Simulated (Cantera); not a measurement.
Charge: 1 mol Si, 4.1 mol HCl, 46 mol N2, equilibrated at 0.00133 bar.

Method: chemical equilibrium by Gibbs-energy minimisation in Cantera with the NASA 1993 tables (ideal gas, pure condensed phases). Candidate condensed phases: NH4Cl, Si, Si3N4; 28 gas species. N2 is the only nitrogen source here; it is nearly inert below about 1500 K, so the nitride shown seldom forms there in practice. Equilibrium is a limit: real reactors are often held back by kinetics, nucleation or transport.

### Question
Which condensed phases are stable at each of these points (T (K)): 475, 575, 675, 775, 875, 975, 1075, 1175, 1275, 1375, 1475, 1575, 1675?

### Answer
```csv
T (K),condensed phases,Si condensed (%)
475,Si3N4(s),39.6
575,Si3N4(s),52.5
675,Si3N4(s),61.2
775,Si3N4(s),67.1
875,Si3N4(s),71.2
975,Si3N4(s),74.1
1075,Si3N4(s),76.0
1175,Si3N4(s),75.5
1275,Si3N4(s),65.0
1375,Si3N4(s),35.1
1475,gas only,0.0
1575,gas only,0.0
1675,gas only,0.0
```

From 475 K to 1375 K the condensed part is Si3N4(s). From 1475 K to 1675 K nothing is condensed.
